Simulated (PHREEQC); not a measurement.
Dissolve 110 mmol/kgw ZnSO4, 3.9 mmol/kgw NaOH and 62 mmol/kgw MnSO4 at 35 °C. Closed to the air; pH follows from the charge balance.

Computed with PHREEQC (ion-association model, wateq4f.dat).

```yaml
pH: 7.82
ionic_strength: 0.323 mol/kgw
total_alkalinity: 3.90 meq/kg
```

```json
[
 {"species": "SO4-2", "molality": "0.0626", "activity": "0.0149", "log γ": "-0.622"},
 {"species": "Zn+2", "molality": "0.0445", "activity": "0.0124", "log γ": "-0.555"},
 {"species": "ZnSO4", "molality": "0.0435", "activity": "0.0468", "log γ": "0.032"},
 {"species": "Mn+2", "molality": "0.0339", "activity": "0.00944", "log γ": "-0.555"},
 {"species": "MnSO4", "molality": "0.0280", "activity": "0.0302", "log γ": "0.032"},
 {"species": "Zn(SO4)2-2", "molality": "0.0188", "activity": "0.00528", "log γ": "-0.551"},
 {"species": "Na+", "molality": "0.00361", "activity": "0.00259", "log γ": "-0.144"}
]
```

Precipitation was switched off in this run. Saturation is exceeded, for instance for Zincite(c) (slow to form); the values hold only as long as no solid forms.
